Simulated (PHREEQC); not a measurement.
Spent oxide etchant: speciation

A solution holds 0.16 mol/kgw NH4HF2, 3.7e-05 mol/kgw H2SiF6 and 0.0043 mol/kgw H2SO4, at 25 °C. Closed to the air; pH follows from the charge balance.

Equilibrium calculation in PHREEQC: ion-association model, phreeqc.dat.

This is a speciation only: nothing precipitates in the calculation.

Problem. What pH, activity of water, density does the model give?

Solution. pH 2.96; activity of water 0.993; density 1.001 g/cm³.

Problem. In which forms is F present?

Solution. HF 37 %, F- 33 %, HF2- 30 % of the F.

SiF6-2 is the database's only silicon fluoride.
